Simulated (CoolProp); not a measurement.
Vapour-liquid equilibrium of propylene (1) + isobutane (2) at 0.17 MPa; x and y are mole fractions of (1).

The numbers come from the multi-fluid Helmholtz-energy mixture model, Lemmon 2013 and Bücker 2006; pair parameters Bell 2016 in CoolProp.

Q: Give the bubble temperature and the first vapour's composition at x = 0.2, 0.35, 0.5. Is there an azeotrope?

A: x = 0.2: 263.0 K, y = 0.460; x = 0.35: 258.1 K, y = 0.619; x = 0.5: 253.6 K, y = 0.751. No azeotrope shows between x = 0.05 and 0.95.

Pair parameters are fitted to limited data, so mixtures are less certain than the pure fluids. The gap from Raoult's law changes sign with composition, which may be real or a fault of the pair parameters; it wasn't checked against measurements.
